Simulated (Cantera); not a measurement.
Input: 1 mol SiF₄, 5.2 mol NH₃.

These are equilibrium values from Cantera (NASA tables, ideal gas, pure condensed phases), not measurements of a reactor. Candidate condensed phases: Si, Si₃N₄; 37 gas species. The tables' values for SiF₂, SiF₃ are old estimates. The numbers say what is thermodynamically allowed, not how fast it happens.

Task: What condenses at these points (T in K, P in Pa): (1448, 45); (1348, 100000); (1648, 100000); (1348, 1200); (1648, 3700)?

Result: 
```json
[
 {"T (K)": "1448", "P in Pa": "45", "condensed phases": "gas only", "Si condensed (%)": "0.0"},
 {"T (K)": "1348", "P in Pa": "100000", "condensed phases": "Si₃N₄", "Si condensed (%)": "0.2"},
 {"T (K)": "1648", "P in Pa": "100000", "condensed phases": "gas only", "Si condensed (%)": "0.0"},
 {"T (K)": "1348", "P in Pa": "1200", "condensed phases": "gas only", "Si condensed (%)": "0.0"},
 {"T (K)": "1648", "P in Pa": "3700", "condensed phases": "gas only", "Si condensed (%)": "0.0"}
]
```
